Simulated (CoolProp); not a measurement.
Properties of the fluoroketone C6F12O (FK-5-1-12) at several states.

Model: reference Helmholtz-energy equation of state, McLinden 2015, in CoolProp.

| T (K) | p (bar) | phase | Z | cv (kJ/(kg K)) |
|---|---|---|---|---|
| 312.5 | 110 | liquid | 0.8305 | … |
| 305 | 0.286 | gas | 0.9785 | … |
| 471.9 | 1.97 | gas | 0.9708 | … |
| 418.2 | 0.56 | gas | 0.9871 | … |
| 171 | 0.174 | liquid | … | … |
| 205.3 | 26.5 | liquid | 0.2630 | … |

What belongs in the gaps?


- 312.5, cv (kJ/(kg K)): 0.8945
- 305, cv (kJ/(kg K)): 0.8422
- 471.9, cv (kJ/(kg K)): 1.011
- 418.2, cv (kJ/(kg K)): 0.9518
- 171, Z: 0.001980
- 171, cv (kJ/(kg K)): 0.9255
- 205.3, cv (kJ/(kg K)): 0.8903
